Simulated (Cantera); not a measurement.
Feed: 1 mol TiCl₄, 2.7 mol O₂, 72 mol N₂, at 1325 °C and 10.0 Torr.

Cantera equilibrium calculation (NASA polynomials, part measured and part estimated; ideal gas, pure solids and liquids). Candidate condensed phases: Ti, TiCl₂, TiCl₃, TiCl₄, TiN, TiO, TiO₂, Ti₂O₃, Ti₃O₅, Ti₄O₇; 21 gas species. The numbers say what is thermodynamically allowed, not how fast it happens.

Base state: N₂ 0.929, Cl 0.0467, O₂ 0.0216, Cl₂ 0.00246, NO 0.000668, O 1.80e-5, ClO 1.73e-5 (mole fractions); condensed: TiO₂(rutile).

**Question.** What changes in the equilibrium state with this change: temperature from 1325 °C to 650 °C?

**Answer.** 
```
species              before     after
-----------------  --------  --------
N₂                    0.929     0.951
Cl₂                 0.00246    0.0263
O₂                   0.0216    0.0225
Cl                   0.0467  0.000157
O                   1.80e-5     <1e-9
NO                 0.000668   4.50e-6
ClO                 1.73e-5   2.12e-7
TiO₂(rutile), mol     1.000      1.00
```
Condensed phases not in the tables: TiOCl.
